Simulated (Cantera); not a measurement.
Input: 1 mol borazine, 0.11 mol H2O, 1.6 mol N2, at 1823 K and 0.00310 bar.

Equilibrium computed with Cantera from the NASA thermochemical tables; the gas is ideal and each condensed phase is pure. Candidate condensed phases: B, BN, B2O3, B3O3H3, H2O; 39 gas species. The feed counts by its element totals alone. Kinetics and transport are ignored.

Base state: H2 0.631, N2 0.342, HBO 0.0162, H 0.00618, BO 0.00276, B2O2 0.00152, HBO2 0.000171, B2O3 0.000119 (mole fractions); condensed: BN(s).

**Question.** What changes in the equilibrium state with this change: temperature from 1823 K to 2148 K?

**Answer.** 
```tsv
species	before	after
H2	0.631	0.588
N2	0.342	0.332
H	0.00618	0.0574
BO	0.00276	0.0117
HBO	0.0162	0.00943
B	1.32e-7	0.000402
BH	2.73e-8	2.37e-5
BN(s), mol	2.89	2.88
```
The tables' values for BH2 are old estimates; treat these amounts as uncertain.
